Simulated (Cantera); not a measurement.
A closed system holds: 1 mol PbO, 3.7 mol CO, equilibrated at 1052 °C and 63.0 Pa.

Method: chemical equilibrium by Gibbs-energy minimisation in Cantera with the NASA 1993 tables (ideal gas, pure condensed phases). Candidate condensed phases: C, Pb, PbO, PbO2, Pb3O4; 15 gas species. The numbers say what is thermodynamically allowed, not how fast it happens.

Base state: CO 0.574, CO2 0.213, Pb 0.213, PbO 1.52e-5 (mole fractions); condensed: gas only.

Question: What changes in the equilibrium state with this change: PbO replaced by SiO2?

Answer: 
| species | before | after |
|---|---|---|
| CO | 0.574 | 1.000 |
| CO2 | 0.213 | 6.81e-5 |
| SiO | 0 | 6.81e-5 |
| Pb | 0.213 | 0 |
| PbO | 1.52e-5 | 0 |
| SiO2(β-quartz), mol | 0 | 1.000 |
The tables hold silica as quartz up to 1696 K and as liquid above; real silica turns to tridymite and cristobalite and melts near 1996 K. Further candidate phases: Si, SiC, SiO2.
